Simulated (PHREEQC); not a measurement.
A solution holds 0.0011 mol/kgw TMAH and 0.0062 mol/kgw H3BO3, at 25 °C. Closed to the air; pH follows from the charge balance.

Computed with PHREEQC (ion-association model, phreeqc.dat).

```json
{
 "pH": "8.56",
 "ionic_strength": "0.00110 mol/kgw",
 "total_alkalinity": "1.10 meq/kg"
}
```

| species | molality | activity | log γ |
|---|---|---|---|
| H3BO3 | 0.00510 | 0.00511 | 0.000 |
| (CH3)4N+ | 0.00110 | 0.00106 | -0.016 |
| H2BO3- | 0.00110 | 0.00106 | -0.016 |
| OH- | 3.78e-6 | 3.64e-6 | -0.016 |
| H+ | 2.88e-9 | 2.78e-9 | -0.015 |

This is a speciation only: nothing precipitates in the calculation. (CH3)4N+ isn't in the database: it is added as a free cation with an ion size of 4 Å.
